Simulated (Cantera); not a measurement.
A closed system holds: 1 mol AlN, 0.0065 mol C, 0.32 mol N2, equilibrated at 1752 °C and 100000 Pa.

Cantera equilibrium calculation (NASA polynomials, part measured and part estimated; ideal gas, pure solids and liquids). Candidate condensed phases: Al, AlN, C; 16 gas species. Rates play no part.

Base state: N2 1.000, Al 3.28e-5 (mole fractions); condensed: AlN(s) + C(graphite).

Problem. What changes in the equilibrium state with this change: temperature from 1752 °C to 2277 °C?

Solution. 
```tsv
species	before	after
N2	1.000	0.926
Al	3.28e-5	0.0731
Al2	<1e-9	0.000172
CN	7.79e-7	0.000149
C2N2	2.30e-6	9.65e-5
AlN(s), mol	1.000	0.974
C(graphite), mol	0.00650	0.00637
```

Problem. What changes in the equilibrium state with this change: temperature from 1752 °C to 2102 °C?

Solution. 
| species | before | after |
|---|---|---|
| N2 | 1.000 | 0.992 |
| Al | 3.28e-5 | 0.00805 |
| C2N2 | 2.30e-6 | 3.50e-5 |
| CN | 7.79e-7 | 3.44e-5 |
| AlN(s), mol | 1.000 | 0.997 |
| C(graphite), mol | 0.00650 | 0.00647 |
